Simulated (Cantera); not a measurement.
Charge: 1 mol SiC, 1.3 mol O2, 48 mol H2, equilibrated at 10.0 mbar.

Method: chemical equilibrium by Gibbs-energy minimisation in Cantera with the NASA 1993 tables (ideal gas, pure condensed phases). Candidate condensed phases: C, C6H6, C7H8, C8H18, H2O, Si, SiC, SiO2; 123 gas species. The tables hold silica as quartz up to 1696 K and as liquid above; real silica turns to tridymite and cristobalite and melts near 1996 K. Rates play no part. All values below are at 1400 °C.

Base state: H2 0.968, CO 0.0202, SiO 0.00960, H2O 0.00151, H 0.00112 (mole fractions); condensed: SiO2(β-quartz).

What changes in the equilibrium state with this change: SiC replaced by Si?


```tsv
species	before	after
H2	0.968	0.984
H2O	0.00151	0.0136
H	0.00112	0.00113
CO	0.0202	0
SiO	0.00960	0.00109
SiO2(β-quartz), mol	0.525	0.948
```
